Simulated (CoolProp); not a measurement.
Vapour-liquid equilibrium of n-butane (1) + cis-2-butene (2) at 0.0032 MPa; x and y are mole fractions of (1).

Values from CoolProp's multi-fluid Helmholtz-energy mixture model, Bücker 2006 and Lemmon 2005; pair parameters Bell 2016.

```csv
x,bubble temperature (°C),y at the bubble point,dew temperature at overall composition x (°C),liquid density (mol/L)
0.05,-62.5,0.077,-62.3,12.60
0.15,-63.2,0.212,-62.9,12.48
0.25,-63.8,0.328,-63.4,12.35
0.35,-64.3,0.432,-63.9,12.23
0.45,-64.7,0.528,-64.4,12.11
0.55,-65.1,0.619,-64.8,11.99
0.65,-65.4,0.707,-65.2,11.88
0.75,-65.7,0.793,-65.6,11.76
0.85,-66.0,0.877,-66.0,11.65
0.95,-66.3,0.959,-66.3,11.54
```

No azeotrope shows between x = 0.05 and 0.95.

Pair parameters are fitted to limited data, so mixtures are less certain than the pure fluids.
